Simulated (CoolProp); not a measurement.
Properties of 1,2-dichloroethane along the isobar 144 bar (Tc = 288.4 °C, pc = 52.26 bar, ω = 0.269).

Values from CoolProp's reference Helmholtz-energy equation of state, Thol 2015.

```csv
T (°C),phase,cp (kJ/(kg K)),speed of sound (m/s),expansivity (1/kK),fugacity coefficient
111.15,liquid,1.370,956.1,1.332,0.02188
121.65,liquid,1.382,920.4,1.376,0.02814
132.25,liquid,1.395,884.8,1.423,0.03566
142.75,liquid,1.408,850.0,1.472,0.04439
153.25,liquid,1.421,815.6,1.526,0.05449
163.75,liquid,1.435,781.7,1.582,0.06602
174.25,liquid,1.449,748.3,1.644,0.07901
184.75,liquid,1.464,715.6,1.710,0.09350
195.35,liquid,1.479,683.1,1.782,0.1097
205.85,liquid,1.495,651.5,1.861,0.1272
216.35,liquid,1.513,620.5,1.948,0.1462
226.85,liquid,1.532,590.0,2.046,0.1666
```
